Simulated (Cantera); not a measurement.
An adiabatic, constant-volume homogeneous reactor starts with CH4 : O2 : N2 : H2O = 1 : 3.39 : 12.7 : 1.8 (molar parts), equivalence ratio 0.59, at 1123 K and 9000 Torr. Integrator tolerance rtol = 1e-08.

Model: GRI-Mech 3.0 (53 species, 325 reactions), integrated in Cantera. The pressure lies above the range GRI-Mech 3.0 was tuned for (to about 10 atm).

Question: What does this change do: 0.67 parts H2 added?

Answer: 
| quantity | before | after |
|---|---|---|
| time of steepest temperature rise | 8.72 ms | 1.44 ms |
| temperature at 0.500 s | 2409 K | 2579 K |
| equilibrium temperature | 2409 K | 2579 K |
| x(CH4) at 0.500 s | <1e-12 (gas-phase equilibrium <1e-12) | <1e-12 (gas-phase equilibrium <1e-12) |
| x(O2) at 0.500 s | 0.0675 (gas-phase equilibrium 0.0675) | 0.0484 (gas-phase equilibrium 0.0484) |
| x(H2O) at 0.500 s | 0.198 (gas-phase equilibrium 0.198) | 0.225 (gas-phase equilibrium 0.225) |
| x(CO2) at 0.500 s | 0.0519 (gas-phase equilibrium 0.0519) | 0.0494 (gas-phase equilibrium 0.0494) |
| x(C2H2) at 0.500 s | <1e-12 (gas-phase equilibrium <1e-12) | <1e-12 (gas-phase equilibrium <1e-12) |
